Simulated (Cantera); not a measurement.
A perfectly stirred reactor is fed with C2H6 : H2 = 1 : 13 (molar parts), at 0.0133 bar; it is held at 1650 K, and followed from long to short residence time.

Computed with Cantera and GRI-Mech 3.0 (53 species, 325 reactions). GRI-Mech 3.0 stops at C3 and has no aromatics, soot or wall deposition, so with more carbon than oxygen in the feed, carbon stays in small species such as C2H2 where larger ones or solid carbon would form. Radical loss at walls, strong at low pressure, is not modelled.

### Question
What does this change do: H2 13 to 2.4 parts?

### Answer
```csv
quantity,before,after
x(C2H6) at τ = 4.10 s,9.56e-6,2.95e-5
x(H2) at τ = 4.10 s,0.927,0.794
x(CH4) at τ = 4.10 s,0.0174,0.0283
x(C2H) at τ = 4.10 s,2.60e-7,9.63e-7
x(C2H4) at τ = 4.10 s,0.000122,0.000361
x(C2H6) at τ = 0.170 s,0.000160,0.000559
x(H2) at τ = 0.170 s,0.911,0.751
x(CH4) at τ = 0.170 s,0.0436,0.0870
x(C2H) at τ = 0.170 s,3.08e-7,1.23e-6
x(C2H4) at τ = 0.170 s,0.000925,0.00348
```

### Question
What does this change do: C2H6 1 to 0.18 parts?

### Answer
```csv
quantity,before,after
x(C2H6) at τ = 4.10 s,9.56e-6,1.96e-6
x(H2) at τ = 4.10 s,0.927,0.982
x(CH4) at τ = 4.10 s,0.0174,0.00721
x(C2H) at τ = 4.10 s,2.60e-7,4.19e-8
x(C2H4) at τ = 4.10 s,0.000122,2.31e-5
x(C2H6) at τ = 0.170 s,0.000160,3.05e-5
x(H2) at τ = 0.170 s,0.911,0.978
x(CH4) at τ = 0.170 s,0.0436,0.0128
x(C2H) at τ = 0.170 s,3.08e-7,4.68e-8
x(C2H4) at τ = 0.170 s,0.000925,0.000150
```
